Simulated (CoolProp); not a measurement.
The numbers come from the reference Helmholtz-energy equation of state, Thol 2014 in CoolProp.

**Question.** For chloromethane (R40), give the phase and the density (kg/m³), cv (kJ/(kg K)), speed of sound (m/s), Joule-Thomson coefficient (K/MPa) at 226.85 °C and 2400 kPa; 226.85 °C and 6400 kPa; 226.85 °C and 8000 kPa.

**Answer.** 
- 226.85 °C and 2400 kPa: gas; density 31.4, cv 0.952, speed of sound 297, Joule-Thomson coefficient 7.67
- 226.85 °C and 6400 kPa: gas; density 97.0, cv 0.993, speed of sound 274, Joule-Thomson coefficient 7.54
- 226.85 °C and 8000 kPa: supercritical; density 130, cv 1.01, speed of sound 266, Joule-Thomson coefficient 7.35
